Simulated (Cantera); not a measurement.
What does this Cantera script print?

```python
import numpy as np
import cantera as ct

gas_names = """
    NO2 N
""".split()
cond_names = """
    Nb(cr) Nb(L) Nb2O5(s) Nb2O5(L)
""".split()


# ... load() reads the species with a 1 bar reference pressure and builds the phases ...
species = {s.name: s for s in load("nasa_gas.yaml", gas_names) + load("nasa_condensed.yaml", cond_names)}
# Each term lists the table entries of one substance; the one whose range holds T is used.
reactions = {
    '5 NO2(g) + 4 Nb = 5 N(g) + 2 Nb2O5':
        [(-5, ['NO2']), (-4, ['Nb(cr)', 'Nb(L)']), (5, ['N']), (2, ['Nb2O5(s)', 'Nb2O5(L)'])],
}


def pick(names, T):
    return next(species[n] for n in names if species[n].thermo.min_temp <= T <= species[n].thermo.max_temp)


results = []
for label, terms in reactions.items():
    print(label)
    print("     T/K   dH/kJ  dS/(J/K)   dG/kJ   log10 K")
    for T in [2050, 2100, 2150, 2200, 2250, 2300, 2350, 2400, 2450, 2500, 2550]:
        used = [(nu, pick(names, T)) for nu, names in terms]
        dH = sum(nu * s.thermo.h(T) for nu, s in used) / 1e6
        dS = sum(nu * s.thermo.s(T) for nu, s in used) / 1e3
        dG = dH - T * dS / 1e3
        logK = -dG * 1e6 / (ct.gas_constant * T * np.log(10))
        results.append((label, T, dH, dS, dG, logK, [s.name for _, s in used]))
        print(f"{T:8g} {dH:8.1f} {dS:8.1f} {dG:8.1f} {logK:8.2f}")
```

Result:

```
5 NO2(g) + 4 Nb = 5 N(g) + 2 Nb2O5
     T/K   dH/kJ  dS/(J/K)   dG/kJ   log10 K
    2050  -1239.9    -20.4  -1198.0    30.53
    2100  -1231.9    -16.6  -1197.1    29.78
    2150  -1224.0    -12.9  -1196.4    29.07
    2200  -1216.3     -9.3  -1195.8    28.39
    2250  -1208.7     -5.9  -1195.4    27.75
    2300  -1201.2     -2.6  -1195.2    27.14
    2350  -1193.9      0.5  -1195.2    26.57
    2400  -1186.8      3.6  -1195.3    26.01
    2450  -1179.8      6.4  -1195.5    25.49
    2500  -1172.9      9.2  -1195.9    24.99
    2550  -1166.3     11.8  -1196.5    24.51
```

Standard-state values (1 bar) from the NASA 1993 polynomials, evaluated with Cantera. Condensed species are held in their standard states even where they would react or evaporate.
